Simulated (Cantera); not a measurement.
**Thermodynamics of iron carbonyl, mercury and lead vapours, feed PbO + H2 + N2**

Input: 1 mol PbO, 0.25 mol H2, 0.48 mol N2, held at 1448.15 K and 9.00 Torr.

Cantera equilibrium calculation (NASA polynomials, part measured and part estimated; ideal gas, pure solids and liquids). Candidate condensed phases: H2O, Pb, PbO, PbO2, Pb3O4; 27 gas species. Gases not in the tables: (PbO)n polymers. Kinetics and transport are ignored.

```yaml
x(PbO): 0.370
x(N2): 0.301
x(Pb): 0.167
x(H2O): 0.157
x(O2): 0.00487
x(NO): 8.86e-5
x(OH): 7.24e-5
x(H2): 1.89e-5
x(Pb2): 6.79e-6
n(PbO(l)): 0.144 mol
gas_amount: 1.594 mol
log10 activity of Pb(l) (absent): -0.86
```
